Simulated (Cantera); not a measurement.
A Cantera script and what it prints.

```python
import numpy as np
import cantera as ct

gas_names = """
    CL CL2 N N2 Si SiCL SiCL2 SiCL3 SiCL4 SiN Si2 Si2N Si3
""".split()
cond_names = """
    Si(cr) Si(L) Si3N4(a)
""".split()


# ... load() reads the species with a 1 bar reference pressure and builds the phases ...
atoms = {
    'Si2Cl6': {'Si': 2, 'CL': 6},
    'N2': {'N': 2},
}
top_T = {'Si3N4(a)': 2400}  # K; cautious upper limits of use, not melting points


# ... equilibrate(T, P, feed) seeds the gas with the atoms and calls Mixture.equilibrate('TP', solver="vcs", rtol=1e-11, max_steps=5000) ...
results = []
feed = {'Si2Cl6': 1, 'N2': 6.3}  # mol
T = 1173  # K
P = 10000  # Pa
mix = equilibrate(T, P, feed)
results.append((T, P, feed, dict(zip(mix.species_names, mix.species_moles))))
print(gas.report(threshold=0.0001))
for i in range(1, mix.n_phases):
    print(f"{mix.phase(i).name:16s} {mix.phase_moles(i):12.5e} mol")
```

Result:

```
       temperature   1173 K
          pressure   10000 Pa
           density   0.057928 kg/m^3
  mean mol. weight   56.496 kg/kmol
   phase of matter   gas

                          1 kg             1 kmol
                     ---------------   ---------------
          enthalpy       -1.6485e+06       -9.3132e+07  J
   internal energy       -1.8211e+06       -1.0288e+08  J
           entropy              5385        3.0423e+05  J/K
    Gibbs function        -7.965e+06       -4.4999e+08  J
 heat capacity c_p            852.27             48150  J/K
 heat capacity c_v            705.11             39836  J/K

                      mass frac. Y      mole frac. X     chem. pot. / RT
                     ---------------   ---------------   ---------------
                N2           0.39611           0.79884           -27.817
             SiCL3         0.0033149         0.0013931           -92.949
             SiCL4            0.6004           0.19967           -119.11
     [  +10 minor]        0.00016814        9.6219e-05

Si(cr)            0.00000e+00 mol
Si3N4(a)          1.65680e-01 mol
```

Cantera equilibrium calculation (NASA polynomials, part measured and part estimated; ideal gas, pure solids and liquids). The feed counts by its element totals alone. N2 is the only nitrogen source here; it is nearly inert below about 1500 K, so the nitride shown seldom forms there in practice. The tables' values for SiCl3 are old estimates; treat these amounts as uncertain.
